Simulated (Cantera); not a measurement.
Feed: 1 mol toluene, 0.0088 mol O₂, 0.54 mol N₂, equilibrated at 1127 °C.

Equilibrium computed with Cantera from the NASA thermochemical tables; the gas is ideal and each condensed phase is pure. Candidate condensed phases: C, C₆H₆, C₇H₈, C₈H₁₈, H₂O; 136 gas species. The ideal-gas law is rough above about 30 bar. Equilibrium is a limit: real reactors are often held back by kinetics, nucleation or transport.

x: gas mole fraction; n: condensed amount in mol.

```tsv
P (Pa)	x H₂	x CH₄	x N₂	x CO	x NH₃	x H₂O	x H	n C(graphite)
10	0.877	3.32e-7	0.118	0.00386	(withheld)	1.26e-9	0.000456	6.98
100	0.877	3.33e-6	0.118	0.00386	(withheld)	1.26e-8	0.000144	6.98
1000	0.877	3.33e-5	0.118	0.00386	(withheld)	1.26e-7	4.56e-5	6.98
10000	0.877	0.000332	0.118	0.00386	(withheld)	1.26e-6	1.44e-5	6.98
100000	0.874	0.00330	0.119	0.00386	(withheld)	1.26e-5	4.55e-6	6.97
1000000	0.843	0.0307	0.122	0.00386	(withheld)	0.000121	1.41e-6	6.85
10000000	0.663	0.190	0.140	0.00369	(withheld)	0.000911	3.96e-7	6.26
```

### Question
Complete the blanks.

### Answer

- 10, x NH₃: 2.42e-9
- 100, x NH₃: 2.42e-8
- 1000, x NH₃: 2.42e-7
- 10000, x NH₃: 2.42e-6
- 100000, x NH₃: 2.41e-5
- 1000000, x NH₃: 0.000231
- 10000000, x NH₃: 0.00173
